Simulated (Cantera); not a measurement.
Charge: 1 mol SiC, 0.0065 mol H₂O, 160 mol N₂, held at 2025 K and 1330 Pa.

Equilibrium computed with Cantera from the NASA thermochemical tables; the gas is ideal and each condensed phase is pure. Candidate condensed phases: C, C₆H₆, C₇H₈, C₈H₁₈, H₂O, Si, SiC, SiO₂, Si₂N₂O, Si₃N₄; 151 gas species. Kinetics and transport are ignored.

Base state: N₂ 1.000, Si 0.000262, CO 4.02e-5, H 3.55e-5, HCN 3.46e-5, SiC₂ 1.22e-5 (mole fractions); condensed: C(graphite) + SiC(s).

Problem. What changes in the equilibrium state with this change: SiC replaced by Si?

Solution. 
```json
[
 {"species": "N₂", "before": "1.000", "after": "0.995"},
 {"species": "Si", "before": "0.000262", "after": "0.00437"},
 {"species": "Si₂N", "before": "5.73e-7", "after": "0.000158"},
 {"species": "CO", "before": "4.02e-5", "after": "0"},
 {"species": "HCN", "before": "3.46e-5", "after": "0"},
 {"species": "SiC₂", "before": "1.22e-5", "after": "0"},
 {"species": "Si₃", "before": "2.21e-9", "after": "1.02e-5"},
 {"species": "C(graphite), mol", "before": "0.0287", "after": "0"},
 {"species": "SiC(s), mol", "before": "0.952", "after": "0"},
 {"species": "Si(l), mol", "before": "0", "after": "0.200"}
]
```
The tables' values for SiN are old estimates; treat these amounts as uncertain.
